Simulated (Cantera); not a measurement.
A closed system holds: 1 mol Si, 16 mol NH3, 58 mol H2, held at 0.0100 bar.

Equilibrium computed with Cantera from the NASA thermochemical tables; the gas is ideal and each condensed phase is pure. Candidate condensed phases: Si, Si3N4; 18 gas species. Equilibrium is a limit: real reactors are often held back by kinetics, nucleation or transport. All values below are at 1175 K.

Base state: H2 0.918, N2 0.0821 (mole fractions); condensed: Si3N4(s).

### Question
What changes in the equilibrium state with this change: NH3 from 16 to 0.63 mol?

### Answer
```tsv
species	before	after
H2	0.918	1.000
N2	0.0821	1.29e-6
Si3N4(s), mol	0.333	0.157
Si(s), mol	0	0.528
```
Mutual solubility and eutectic melting of coexisting phases are not modelled.

### Question
What changes in the equilibrium state with this change: NH3 from 16 to 5.1 mol?

### Answer
| species | before | after |
|---|---|---|
| H2 | 0.918 | 0.972 |
| N2 | 0.0821 | 0.0279 |
| Si3N4(s), mol | 0.333 | 0.333 |
